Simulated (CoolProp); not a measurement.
R125 along the isobar 20.9 MPa: density (kg/m³) from the reference equation and from simpler models built on Tc = 339.2 K, pc = 3.618 MPa, ω = 0.305; each cubic takes its own stable root.

Computed with CoolProp (reference Helmholtz-energy equation of state, Lemmon 2005).

```json
[
 {"T (K)": "217", "phase": "liquid", "reference": "1595"},
 {"T (K)": "230.5", "phase": "liquid", "reference": "1555"},
 {"T (K)": "244", "phase": "liquid", "reference": "1515"},
 {"T (K)": "257.4", "phase": "liquid", "reference": "1474"},
 {"T (K)": "270.9", "phase": "liquid", "reference": "1432"},
 {"T (K)": "284.4", "phase": "liquid", "reference": "1389"},
 {"T (K)": "297.8", "phase": "liquid", "reference": "1346"},
 {"T (K)": "311.3", "phase": "liquid", "reference": "1301"},
 {"T (K)": "324.8", "phase": "liquid", "reference": "1255"},
 {"T (K)": "338.2", "phase": "liquid", "reference": "1208"},
 {"T (K)": "351.7", "phase": "supercritical", "reference": "1160"},
 {"T (K)": "365.1", "phase": "supercritical", "reference": "1111"},
 {"T (K)": "378.6", "phase": "supercritical", "reference": "1061"},
 {"T (K)": "392.1", "phase": "supercritical", "reference": "1010"}
]
```

How far does each simpler model (van der Waals, Redlich-Kwong, Peng-Robinson) lie from the reference over these 14 states: mean and median of the absolute difference, and the worst?


- van der Waals: mean 30.0 %, median 31.0 %, worst -36.2 % at 217 K and 20.9 MPa
- Redlich-Kwong: mean 7.7 %, median 8.1 %, worst -9.7 % at 217 K and 20.9 MPa
- Peng-Robinson: mean 3.6 %, median 4.1 %, worst +4.8 % at 270.9 K and 20.9 MPa
